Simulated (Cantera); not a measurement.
Input (Python, Cantera) and output of one run.

```python
import numpy as np
import cantera as ct

gas_names = """
    C CO CO2 C2 C2O C3 C3O2 C4 C5 Mg MgO Mg2 O O2 O3
""".split()
cond_names = """
    C(gr) Mg(cr) Mg(L) MgCO3(s) MgO(s) MgO(L)
""".split()


# ... load() reads the species with a 1 bar reference pressure and builds the phases ...
atoms = {
    'MgO': {'Mg': 1, 'O': 1},
    'C': {'C': 1},
    'CO': {'C': 1, 'O': 1},
}
top_T = {'C(gr)': 4500}  # K; cautious upper limits of use, not melting points


# ... equilibrate(T, P, feed) seeds the gas with the atoms and calls Mixture.equilibrate('TP', solver="vcs", rtol=1e-11, max_steps=5000) ...
results = []
feed = {'MgO': 1, 'C': 2.4, 'CO': 1.3}  # mol
P = 370  # Pa
for T in [800, 1000, 1200, 1400, 1600, 1800, 2000, 2200, 2400, 2600]:
    mix = equilibrate(T, P, feed)
    results.append((T, P, feed, dict(zip(mix.species_names, mix.species_moles))))
    x = sorted(zip(gas.X, gas.species_names), reverse=True)
    print(f"T = {T:g} K  P = {P:g} Pa  gas = {mix.phase_moles(0):.4g} mol")
    print("   x: " + "  ".join(f"{s} {v:.3e}" for v, s in x if v > 1e-06))
    print("   condensed (mol): " + ("  ".join(f"{mix.phase(i).name} {mix.phase_moles(i):.4g}"
          for i in range(1, mix.n_phases) if mix.phase_moles(i) > 1e-12) or "none"))
```

Output:

```
T = 800 K  P = 370 Pa  gas = 1.064 mol
   x: CO 7.785e-01  CO2 2.215e-01
   condensed (mol): C(gr) 2.636  MgO(s) 1
T = 1000 K  P = 370 Pa  gas = 1.297 mol
   x: CO 9.979e-01  CO2 2.090e-03
   condensed (mol): C(gr) 2.403  MgO(s) 1
T = 1200 K  P = 370 Pa  gas = 1.3 mol
   x: CO 9.999e-01  CO2 6.992e-05
   condensed (mol): C(gr) 2.4  MgO(s) 1
T = 1400 K  P = 370 Pa  gas = 1.303 mol
   x: CO 9.988e-01  Mg 1.225e-03  CO2 6.332e-06
   condensed (mol): C(gr) 2.398  MgO(s) 0.9984
T = 1600 K  P = 370 Pa  gas = 3.3 mol
   x: CO 6.970e-01  Mg 3.030e-01
   condensed (mol): C(gr) 1.4
T = 1800 K  P = 370 Pa  gas = 3.3 mol
   x: CO 6.970e-01  Mg 3.030e-01
   condensed (mol): C(gr) 1.4
T = 2000 K  P = 370 Pa  gas = 3.3 mol
   x: CO 6.970e-01  Mg 3.030e-01
   condensed (mol): C(gr) 1.4
T = 2200 K  P = 370 Pa  gas = 3.3 mol
   x: CO 6.970e-01  Mg 3.030e-01
   condensed (mol): C(gr) 1.4
T = 2400 K  P = 370 Pa  gas = 3.3 mol
   x: CO 6.969e-01  Mg 3.030e-01  C3 2.651e-05  C 1.074e-05  C2 2.397e-06
   condensed (mol): C(gr) 1.4
T = 2600 K  P = 370 Pa  gas = 3.303 mol
   x: CO 6.964e-01  Mg 3.028e-01  C3 5.985e-04  C 1.686e-04  C2 5.621e-05  C5 2.708e-06
   condensed (mol): C(gr) 1.393
```

Cantera equilibrium calculation (NASA polynomials, part measured and part estimated; ideal gas, pure solids and liquids).
